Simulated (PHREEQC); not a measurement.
0.034 g of hydrous ferric oxide (600 m²/g; 0.2 weak and 0.005 strong sites per Fe, Dzombak-Morel constants, diffuse double layer) in 1 kg of water with 0.1 mol/kgw of an inert sodium salt and 0.00038 mmol/kgw ZnCl2, 0.021 mmol/kgw BaCl2 and 0.00018 mmol/kgw NiCl2, at 25 °C; the pH is set by adding NaOH or the inert anion's acid. Oxygen alone is held at its pressure in air (log pO2 = -0.68). No CO2 enters from the air. No solid was allowed to form.

All values are PHREEQC results (ion-association model, wateq4f.dat), not measurements.

**Question.** Predict Zn sorbed (%), Ba sorbed (%) at pH = 9, 11.5.

**Answer.** 
```tsv
pH	Zn sorbed (%)	Ba sorbed (%)
9	99.6	8.3
11.5	41.7	83.0
```

Along this series the solution becomes supersaturated in solids that the run did not let form, among them Ni(OH)2.
